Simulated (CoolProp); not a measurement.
Computed with CoolProp (reference Helmholtz-energy equation of state, Span 2000).

**Question.** Give the vapour pressure (kPa), vapour density (kg/m³), vapour viscosity (µPa s) of saturated nitrogen at 103.8, 107.5, 118.4 K.

**Answer.** 
| T (K) | p (kPa) | vapour density (kg/m³) | vapour viscosity (µPa s) |
|---|---|---|---|
| 103.8 | 1000 | 41.5 | 7.84 |
| 107.5 | 1260 | 53.1 | 8.29 |
| 118.4 | 2310 | 111 | 10.2 |

Viscosity comes from a separate model (Lemmon 2004).
